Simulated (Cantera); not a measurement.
Feed: 1 mol V₂O₅, 1100 mol H₂, 9.5 mol H₂O, equilibrated at 100 Torr.

These are equilibrium values from Cantera (NASA tables, ideal gas, pure condensed phases), not measurements of a reactor. Candidate condensed phases: H₂O, V, VO, V₂O₃, V₂O₄, V₂O₅; 12 gas species. VO: taken at fixed stoichiometry. Condensed phases not in the tables: the oxides between V₂O₃ and V₂O₅ other than VO₂. Kinetics and transport are ignored.

x: gas mole fraction; n: condensed amount in mol.

```
T (°C)   x H₂   x H₂O       x H     x VO₂      x VO      x OH  n V₂O₃(s)  n VO(s)
------  -----  ------  --------  --------  --------  --------  ---------  -------
500     0.990  0.0104  2.47e-12    <1e-12    <1e-12    <1e-12       1.00        0
600     0.990  0.0104  1.27e-10    <1e-12    <1e-12    <1e-12       1.00        0
700     0.990  0.0104   2.95e-9    <1e-12    <1e-12    <1e-12       1.00        0
800     0.990  0.0104   3.82e-8    <1e-12    <1e-12  1.49e-12       1.00        0
900     0.990  0.0104   3.21e-7    <1e-12    <1e-12  2.32e-11       1.00        0
1000    0.990  0.0104       ___       ___    <1e-12       ___       1.00        0
1100    0.990  0.0104   9.07e-6  1.43e-10  3.06e-12   1.70e-9       1.00        0
1200    0.990  0.0104   3.45e-5   2.44e-9  9.98e-11   9.39e-9      1.000        0
1300    0.990  0.0104  0.000111   2.87e-8   2.06e-9   4.19e-8      1.000        0
1400    0.989  0.0104       ___       ___       ___       ___      1.000        0
1500    0.988  0.0113  0.000774   1.61e-6   2.69e-7   5.47e-7          0     2.00
1600    0.987  0.0112   0.00176   7.23e-6   1.77e-6   1.55e-6          0     1.99
```

**Question.** Fill in the missing entries.

**Answer.** 
- 1000, x H: 1.94e-6
- 1000, x VO₂: 5.24e-12
- 1000, x OH: 2.34e-10
- 1400, x H: 0.000310
- 1400, x VO₂: 2.48e-7
- 1400, x VO: 2.91e-8
- 1400, x OH: 1.56e-7
